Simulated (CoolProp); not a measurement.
Model: reference Helmholtz-energy equation of state, Lemmon 2016, in CoolProp.

**Question.** Give the vapour pressure (MPa), liquid density (kg/m³), enthalpy of vaporisation (kJ/kg) of saturated R365MFC at 312.6, 355.1 K.

**Answer.** 
```csv
T (K),p (MPa),liquid density (kg/m³),enthalpy of vaporisation (kJ/kg)
312.6,0.0986,1230,189
355.1,0.371,1120,166
```
